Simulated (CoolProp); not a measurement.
Saturation properties of n-perfluorohexane (Tc = 174.9 °C, pc = 1.742 MPa, ω = 0.497).

Values from CoolProp's reference Helmholtz-energy equation of state, Gao 2022.

```json
[
 {"T (°C)": "-61.85", "p (MPa)": "7.841e-5", "liquid density (kg/m³)": "1919", "vapour density (kg/m³)": "0.01509", "enthalpy of vaporisation (kJ/kg)": "114.8", "liquid cp (kJ/(kg K))": "0.9121"},
 {"T (°C)": "-35.65", "p (MPa)": "0.0008383", "liquid density (kg/m³)": "1846", "vapour density (kg/m³)": "0.1437", "enthalpy of vaporisation (kJ/kg)": "108.1", "liquid cp (kJ/(kg K))": "0.9519"},
 {"T (°C)": "-9.35", "p (MPa)": "0.005065", "liquid density (kg/m³)": "1773", "vapour density (kg/m³)": "0.7856", "enthalpy of vaporisation (kJ/kg)": "101.7", "liquid cp (kJ/(kg K))": "0.9931"},
 {"T (°C)": "16.85", "p (MPa)": "0.02032", "liquid density (kg/m³)": "1699", "vapour density (kg/m³)": "2.904", "enthalpy of vaporisation (kJ/kg)": "95.18", "liquid cp (kJ/(kg K))": "1.034"},
 {"T (°C)": "43.15", "p (MPa)": "0.06149", "liquid density (kg/m³)": "1622", "vapour density (kg/m³)": "8.260", "enthalpy of vaporisation (kJ/kg)": "88.35", "liquid cp (kJ/(kg K))": "1.075"},
 {"T (°C)": "69.35", "p (MPa)": "0.1506", "liquid density (kg/m³)": "1538", "vapour density (kg/m³)": "19.50", "enthalpy of vaporisation (kJ/kg)": "80.89", "liquid cp (kJ/(kg K))": "1.118"},
 {"T (°C)": "95.65", "p (MPa)": "0.3176", "liquid density (kg/m³)": "1443", "vapour density (kg/m³)": "40.95", "enthalpy of vaporisation (kJ/kg)": "72.30", "liquid cp (kJ/(kg K))": "1.168"},
 {"T (°C)": "121.95", "p (MPa)": "0.5985", "liquid density (kg/m³)": "1328", "vapour density (kg/m³)": "80.44", "enthalpy of vaporisation (kJ/kg)": "61.79", "liquid cp (kJ/(kg K))": "1.235"}
]
```

It boils at 57.1 °C under 1 atm.
